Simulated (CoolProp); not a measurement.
Vapour-liquid equilibrium of methanol (1) + hexamethyldisiloxane (MM) (2) at 75.35 °C; x and y are mole fractions of (1).

Model: multi-fluid Helmholtz-energy mixture model, de Reuck 1993 and Thol 2016; pair parameters Bell 2016, in CoolProp.

| x | bubble pressure (kPa) | y at the bubble point | dew pressure at overall composition x (kPa) | liquid density (mol/L) |
|---|---|---|---|---|
| 0.05 | 60.91 | 0.272 | 47.95 | 4.552 |
| 0.15 | 88.20 | 0.535 | 53.09 | 5.038 |
| 0.25 | 110.0 | 0.656 | 59.37 | 5.625 |
| 0.35 | 125.5 | 0.722 | 67.19 | 6.346 |
| 0.45 | 135.6 | 0.761 | 77.20 | 7.250 |
| 0.55 | 141.9 | 0.787 | 90.47 | 8.414 |
| 0.65 | 146.1 | 0.809 | 108.6 | 9.954 |
| 0.75 | 149.5 | 0.835 | 132.8 | 12.06 |
| 0.85 | 152.3 | 0.876 | 150.8 | 15.09 |
| 0.95 | 153.4 | 0.950 | 153.4 | 19.70 |

y crosses x between x = 0.85 and 0.95: the model has an azeotrope there.

The pair parameters rest on a limited set of measurements; away from them the model extrapolates. With so large a gap from Raoult's law the liquid may split in two, which this calculation doesn't test in full.
